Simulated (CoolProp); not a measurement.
Properties of R123 at several states (Tc = 456.8 K, pc = 3.662 MPa, ω = 0.282).

Model: reference Helmholtz-energy equation of state, Younglove 1994, in CoolProp. It is a modified Benedict-Webb-Rubin equation, recast in Helmholtz form.

```json
[
 {"T (K)": "298.9", "p (MPa)": "1.24", "phase": "liquid", "density (kg/m³)": "1465", "cp (kJ/(kg K))": "1.018", "expansivity (1/kK)": "1.732", "viscosity (µPa s)": "420", "fugacity coefficient": "0.07637"},
 {"T (K)": "316.1", "p (MPa)": "21.8", "phase": "liquid", "density (kg/m³)": "1479", "cp (kJ/(kg K))": "1.004", "expansivity (1/kK)": "1.434", "viscosity (µPa s)": "451", "fugacity coefficient": "0.01751"},
 {"T (K)": "380.7", "p (MPa)": "6.16", "phase": "liquid", "density (kg/m³)": "1261", "cp (kJ/(kg K))": "1.112", "expansivity (1/kK)": "2.408", "viscosity (µPa s)": "198", "fugacity coefficient": "0.1542"},
 {"T (K)": "412.3", "p (MPa)": "6.62", "phase": "liquid", "density (kg/m³)": "1162", "cp (kJ/(kg K))": "1.175", "expansivity (1/kK)": "3.075", "viscosity (µPa s)": "150", "fugacity coefficient": "0.2437"},
 {"T (K)": "309.1", "p (MPa)": "0.175", "phase": "liquid", "density (kg/m³)": "1436", "cp (kJ/(kg K))": "1.033", "expansivity (1/kK)": "1.842", "viscosity (µPa s)": "369", "fugacity coefficient": "0.7333"},
 {"T (K)": "295.2", "p (MPa)": "6.1", "phase": "liquid", "density (kg/m³)": "1488", "cp (kJ/(kg K))": "1.005", "expansivity (1/kK)": "1.605", "viscosity (µPa s)": "467", "fugacity coefficient": "0.01666"}
]
```

Viscosity comes from a separate model (Tanaka 1996).
